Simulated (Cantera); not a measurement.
What does this Cantera script print?

```python
import numpy as np
import cantera as ct

gas_names = """
    B BN BO BO2 B2 B2O B2O2 B2O3 N NO NO2 NO3 N2 N2O O O2 O3
""".split()
cond_names = """
    B(b) B(L) BN(s) B2O3(L)
""".split()


# ... load() reads the species with a 1 bar reference pressure and builds the phases ...
atoms = {
    'B2O3': {'B': 2, 'O': 3},
    'O2': {'O': 2},
    'N2': {'N': 2},
}
top_T = {'BN(s)': 3200}  # K; cautious upper limits of use, not melting points


# ... equilibrate(T, P, feed) seeds the gas with the atoms and calls Mixture.equilibrate('TP', solver="vcs", rtol=1e-11, max_steps=5000) ...
results = []
feed = {'B2O3': 1, 'O2': 0.3, 'N2': 190}  # mol
P = 83000  # Pa
for T in [1398, 1473, 1548, 1623, 1698, 1773, 1848, 1923, 1998, 2073, 2148, 2223]:
    mix = equilibrate(T, P, feed)
    results.append((T, P, feed, dict(zip(mix.species_names, mix.species_moles))))
    x = sorted(zip(gas.X, gas.species_names), reverse=True)
    print(f"T = {T:g} K  P = {P:g} Pa  gas = {mix.phase_moles(0):.4g} mol")
    print("   x: " + "  ".join(f"{s} {v:.3e}" for v, s in x if v > 1e-06))
    print("   condensed (mol): " + ("  ".join(f"{mix.phase(i).name} {mix.phase_moles(i):.4g}"
          for i in range(1, mix.n_phases) if mix.phase_moles(i) > 1e-12) or "none"))
```

Result:

```
T = 1398 K  P = 83000 Pa  gas = 190.3 mol
   x: N2 9.984e-01  O2 1.542e-03  NO 6.910e-05  B2O3 2.761e-06
   condensed (mol): B2O3(L) 0.9994
T = 1473 K  P = 83000 Pa  gas = 190.3 mol
   x: N2 9.984e-01  O2 1.525e-03  NO 1.026e-04  B2O3 1.488e-05  BO2 1.537e-06
   condensed (mol): B2O3(L) 0.997
T = 1548 K  P = 83000 Pa  gas = 190.3 mol
   x: N2 9.983e-01  O2 1.502e-03  NO 1.462e-04  B2O3 6.757e-05  BO2 5.582e-06
   condensed (mol): B2O3(L) 0.9866
T = 1623 K  P = 83000 Pa  gas = 190.4 mol
   x: N2 9.980e-01  O2 1.471e-03  B2O3 2.647e-04  NO 2.009e-04  BO2 1.790e-05
   condensed (mol): B2O3(L) 0.9479
T = 1698 K  P = 83000 Pa  gas = 190.5 mol
   x: N2 9.973e-01  O2 1.428e-03  B2O3 9.132e-04  NO 2.670e-04  BO2 5.146e-05  O 1.815e-06
   condensed (mol): B2O3(L) 0.8211
T = 1773 K  P = 83000 Pa  gas = 190.9 mol
   x: N2 9.953e-01  B2O3 2.820e-03  O2 1.365e-03  NO 3.431e-04  BO2 1.343e-04  O 3.807e-06
   condensed (mol): B2O3(L) 0.449
T = 1848 K  P = 83000 Pa  gas = 191.3 mol
   x: N2 9.929e-01  B2O3 5.098e-03  O2 1.286e-03  NO 4.279e-04  BO2 2.586e-04  O 7.455e-06
   condensed (mol): none
T = 1923 K  P = 83000 Pa  gas = 191.3 mol
   x: N2 9.928e-01  B2O3 5.047e-03  O2 1.210e-03  NO 5.236e-04  BO2 3.577e-04  O 1.382e-05  BO 1.124e-06
   condensed (mol): none
T = 1998 K  P = 83000 Pa  gas = 191.3 mol
   x: N2 9.928e-01  B2O3 4.985e-03  O2 1.124e-03  NO 6.254e-04  BO2 4.800e-04  O 2.425e-05  BO 2.981e-06
   condensed (mol): none
T = 2073 K  P = 83000 Pa  gas = 191.3 mol
   x: N2 9.927e-01  B2O3 4.910e-03  O2 1.028e-03  NO 7.300e-04  BO2 6.261e-04  O 4.044e-05  BO 7.385e-06
   condensed (mol): none
T = 2148 K  P = 83000 Pa  gas = 191.3 mol
   x: N2 9.925e-01  B2O3 4.820e-03  O2 9.246e-04  NO 8.332e-04  BO2 7.952e-04  O 6.435e-05  BO 1.722e-05
   condensed (mol): none
T = 2223 K  P = 83000 Pa  gas = 191.4 mol
   x: N2 9.924e-01  B2O3 4.714e-03  BO2 9.851e-04  NO 9.306e-04  O2 8.167e-04  O 9.803e-05  BO 3.803e-05
   condensed (mol): none
```

Method: chemical equilibrium by Gibbs-energy minimisation in Cantera with the NASA 1993 tables (ideal gas, pure condensed phases).
